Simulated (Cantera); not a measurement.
Input: 1 mol SiH₂Cl₂, 0.13 mol H₂O, 0.1 mol H₂, equilibrated at 875 K and 4300 Pa.

These are equilibrium values from Cantera (NASA tables, ideal gas, pure condensed phases), not measurements of a reactor. Candidate condensed phases: H₂O, Si, SiO₂; 30 gas species. The tables' values for SiCl₃ are old estimates; treat these amounts as uncertain. Kinetics and transport are ignored.

Base state: H₂ 0.690, SiCl₄ 0.254, SiHCl₃ 0.0464, HCl 0.00826, SiH₂Cl₂ 0.000775, SiCl₃ 0.000744, SiCl₂ 0.000126 (mole fractions); condensed: Si(s) + SiO₂(β-quartz).

### Question
What changes in the equilibrium state with this change: SiH₂Cl₂ replaced by SiH₄?

### Answer
| species | before | after |
|---|---|---|
| H₂ | 0.690 | 1.00 |
| SiCl₄ | 0.254 | 0 |
| SiHCl₃ | 0.0464 | 0 |
| HCl | 0.00826 | 0 |
| SiH₂Cl₂ | 0.000775 | 0 |
| SiCl₃ | 0.000744 | 0 |
| SiCl₂ | 0.000126 | 0 |
| Si(s), mol | 0.418 | 0.935 |
| SiO₂(β-quartz), mol | 0.0650 | 0.0650 |
